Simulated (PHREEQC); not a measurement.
Dissolve 130 mmol/kgw CuCl2, 99 mmol/kgw HBF4 and 0.29 mmol/kgw NaCl at 25 °C. Closed to the air; pH follows from the charge balance.

The numbers come from PHREEQC with the ion-association model, wateq4f.dat.

Each row changes one thing in this solution. No solid was allowed to form.

```
case                                     pH  ionic strength (mol/kgw)  Cl- (mol/kgw)  BF4- (mol/kgw)  HF (mol/kgw)  H3BO3 (mol/kgw)  SI of Halite (NaCl)
-------------------------------------  ----  ------------------------  -------------  --------------  ------------  ---------------  -------------------
as made                                1.13                     0.448          0.240          0.0936        0.0125          0.00267                -6.07
CuCl2 from 0.13 to 0.013 mol/kgw       1.11                     0.135         0.0260          0.0933        0.0140          0.00310                -6.95
CuCl2 left out                         1.10                    0.0963       0.000290          0.0932           [?]          0.00317                -8.88
diluted 10-fold with water             2.10                    0.0472         0.0256         0.00787       0.00548          0.00138                -7.88
NaCl from 0.00029 to 0.000435 mol/kgw  1.13                     0.448          0.240          0.0936        0.0125          0.00267                -5.90
diluted 2-fold with water              1.42                     0.230          0.124          0.0455        0.0100          0.00225                -6.62
HBF4 from 0.099 to 0.0099 mol/kgw      2.12                     0.358          0.239         0.00792       0.00474          0.00127                -6.06
CuCl2 from 0.13 to 0.143 mol/kgw       1.13                     0.480          0.263          0.0936           [?]          0.00264                -6.04
```

### Question
Fill in the missing entries.

### Answer

- CuCl2 left out, HF (mol/kgw): 0.0142
- CuCl2 from 0.13 to 0.143 mol/kgw, HF (mol/kgw): 0.0123

Real BF4- forms and hydrolyses slowly; the run takes it at equilibrium.
